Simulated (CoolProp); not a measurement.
Aqueous propylene glycol as a coolant, 53 % by mass, freezing at -36.8 °C, 1 atm.

The numbers come from the Melinder's fits for secondary coolants in CoolProp.

```csv
T (°C),cp (kJ/(kg K)),conductivity (W/(m K)),viscosity (mPa s),Prandtl number
-34.8,3.252,0.324,418,(withheld)
-29,3.275,0.326,(withheld),2310
-23.2,3.299,0.329,133,1330
-17.4,3.322,0.331,79.7,799
-11.5,3.346,0.334,49.4,495
-5.7,3.370,0.336,32.1,322
0.1,3.393,0.339,21.7,217
5.9,3.417,0.342,15.1,151
11.8,3.441,0.344,10.8,108
17.6,(withheld),0.347,8.01,(withheld)
23.4,3.488,0.349,6.11,61.0
29.2,3.511,(withheld),4.77,47.6
35.1,3.535,0.355,3.80,(withheld)
```

Complete the blanks.


- -34.8, Prandtl number: 4200
- -29, viscosity (mPa s): 230
- 17.6, cp (kJ/(kg K)): 3.464
- 17.6, Prandtl number: 80.0
- 29.2, conductivity (W/(m K)): 0.352
- 35.1, Prandtl number: 37.9
